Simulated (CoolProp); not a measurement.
Hydrogen chloride along the isobar 44200 kPa: density (kg/m³) from the reference equation and from simpler models built on Tc = 324.7 K, pc = 8314 kPa, ω = 0.130; each cubic takes its own stable root.

Computed with CoolProp (reference Helmholtz-energy equation of state, Thol 2018).

| T (K) | phase | reference |
|---|---|---|
| 195 | liquid | 1221 |
| 219 | liquid | 1171 |
| 242.9 | liquid | 1120 |
| 266.9 | liquid | 1066 |
| 290.8 | liquid | 1010 |
| 314.7 | liquid | 951.4 |
| 338.7 | supercritical | 889.2 |
| 362.6 | supercritical | 824.3 |
| 386.6 | supercritical | 756.8 |
| 410.5 | supercritical | 689.0 |
| 434.4 | supercritical | 623.3 |
| 458.4 | supercritical | 562.5 |
| 482.3 | supercritical | 509.2 |
| 506.3 | supercritical | 463.7 |
| 530.2 | supercritical | 425.9 |

### Question
How far does each simpler model (Soave-Redlich-Kwong, Peng-Robinson) lie from the reference over these 15 states: mean and median of the absolute difference, and the worst?

### Answer
- Soave-Redlich-Kwong: mean 13.0 %, median 12.9 %, worst -15.0 % at 410.5 K and 44200 kPa
- Peng-Robinson: mean 4.4 %, median 5.3 %, worst -7.8 % at 434.4 K and 44200 kPa
